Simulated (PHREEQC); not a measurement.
Consider water at 56 °C with 0.015 mol NH4Cl, 0.26 mol K2HPO4 and 0.00064 mol NaCl per kg of water. Closed to the air; pH follows from the charge balance.

The numbers come from PHREEQC with the ion-association model, wateq4f.dat.

| quantity | before | after |
|---|---|---|
| pH | 8.20 | 7.59 |
| ionic strength (mol/kgw) | 0.719 | 0.967 |
| K+ (mol/kgw) | 0.487 | 0.491 |
| HPO4-2 (mol/kgw) | 0.221 | 0.212 |
| KHPO4- (mol/kgw) | 0.0334 | 0.0289 |
| NH4+ (mol/kgw) | 0.0102 | 0.263 |

**Question.** Which change was made?
(A) 0.28 mol/kgw NH4HS added
(B) diluted 2-fold with water
(C) NaCl left out
(D) NaCl from 0.00064 to 0.000576 mol/kgw
(E) NaCl replaced by Na3PO4 at the same molality

**Answer.** A, 0.28 mol/kgw NH4HS added

Precipitation was switched off in this run. The ionic strength passes 0.7 mol/kgw, the rough limit of the ion-association models, in every such run. H3PO4, which wateq4f.dat lacks, is added to it with the constant of phreeqc.dat. At this temperature some constants are extrapolated from 25 °C, and those without enthalpy data are left unchanged.
